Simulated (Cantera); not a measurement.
Input (Python, Cantera) and output of one run.

```python
import numpy as np
import cantera as ct

gas_names = """
    Ca CaO CaOH CaO2H2 Ca2 H HO2 H2 H2O H2O2 O OH O2 O3
""".split()
cond_names = """
    Ca(a) Ca(b) Ca(L) CaO(s) CaO(L) CaO2H2(s) H2O(s) H2O(L)
""".split()


def load(file, names, dense=False):
    # The tables refer to 1 bar. Condensed volumes are neglected.
    table = {s.name: s for s in ct.Species.list_from_file(file)}
    out = []
    for n in names:
        d = dict(table[n].input_data)
        d["thermo"] = dict(d["thermo"], **{"reference-pressure": 1e5})
        if dense:
            d["equation-of-state"] = {"model": "constant-volume", "density": "1e6 g/cm^3"}
        out.append(ct.Species.from_dict(d))
    return out


gas = ct.Solution(thermo="ideal-gas", species=load("nasa_gas.yaml", gas_names))
cond = {s.name: ct.Solution(thermo="fixed-stoichiometry", species=[s], name=s.name)
        for s in load("nasa_condensed.yaml", cond_names, dense=True)}
atoms = {
    'Ca(OH)2': {'Ca': 1, 'O': 2, 'H': 2},
    'H2O': {'H': 2, 'O': 1},
}
top_T = {}  # K; cautious upper limits of use, not melting points


def equilibrate(T, P, feed):
    n = {}
    for name, mol in feed.items():
        for a, k in atoms[name].items():
            n[a] = n.get(a, 0.0) + k * mol
    gas.TPX = T, P, n
    mass = sum(n.values()) * gas.mean_molecular_weight
    gas.equilibrate("TP")
    valid = [c for c in cond.values() if c.min_temp <= T <= top_T.get(c.name, c.max_temp)]
    mix = ct.Mixture([(gas, mass / gas.mean_molecular_weight)] + [(c, 0.0) for c in valid])
    mix.T, mix.P = T, P
    mix.equilibrate("TP", solver="vcs", rtol=1e-11, max_steps=5000)
    return mix


results = []
feed = {'Ca(OH)2': 1, 'H2O': 0.38}  # mol
P = 101325  # Pa
for T in [1398, 1473, 1548, 1623, 1698, 1773, 1848, 1923, 1998, 2073, 2148, 2223]:
    mix = equilibrate(T, P, feed)
    results.append((T, P, feed, dict(zip(mix.species_names, mix.species_moles))))

top = {s: max(r[3][s] / sum(r[3][g] for g in gas_names) for r in results) for s in gas_names}
cols = sorted((s for s in top if top[s] > 1e-06), key=lambda s: -top[s])[:9]
seen = [c for c in cond_names if any(r[3].get(c, 0) > 1e-12 for r in results)]
print("log10 of partial pressures in bar; condensed amounts in mol")
print(f"{'T/K':>10s}" + "".join(f"{s[:9]:>10s}" for s in cols + seen))
for T, P, feed, n in results:
    ng = sum(n[g] for g in gas_names)
    print(f"{T:10.4g}" + "".join(f"{np.log10(max(n[s] / ng * P / 1e5, 1e-99)):10.3f}" for s in cols)
          + "".join(f"{n.get(c, 0):10.4g}" for c in seen))
```

It prints:

```
log10 of partial pressures in bar; condensed amounts in mol
       T/K       H2O        H2        OH        O2         H    CaO2H2         O      CaOH       HO2    CaO(s)
      1398     0.006    -4.124    -4.962    -4.458    -7.387    -6.927    -8.266   -12.193    -9.382         1
      1473     0.006    -3.805    -4.574    -4.144    -6.800    -6.427    -7.626   -11.225    -8.893         1
      1548     0.006    -3.516    -4.224    -3.862    -6.270    -5.975    -7.048   -10.353    -8.452         1
      1623     0.005    -3.254    -3.906    -3.606    -5.787    -5.567    -6.524    -9.563    -8.052         1
      1698     0.005    -3.015    -3.617    -3.373    -5.347    -5.195    -6.045    -8.844    -7.687         1
      1773     0.005    -2.795    -3.352    -3.160    -4.943    -4.856    -5.607    -8.187    -7.354         1
      1848     0.004    -2.593    -3.108    -2.965    -4.572    -4.545    -5.205    -7.586    -7.047         1
      1923     0.003    -2.407    -2.885    -2.785    -4.230    -4.260    -4.834    -7.032    -6.766    0.9999
      1998     0.001    -2.235    -2.678    -2.620    -3.912    -3.997    -4.491    -6.521    -6.506    0.9999
      2073    -0.001    -2.076    -2.487    -2.467    -3.618    -3.755    -4.173    -6.049    -6.265    0.9998
      2148    -0.004    -1.928    -2.310    -2.326    -3.344    -3.531    -3.878    -5.611    -6.043    0.9996
      2223    -0.008    -1.791    -2.146    -2.195    -3.089    -3.324    -3.603    -5.204    -5.836    0.9993
```

Cantera equilibrium calculation (NASA polynomials, part measured and part estimated; ideal gas, pure solids and liquids).
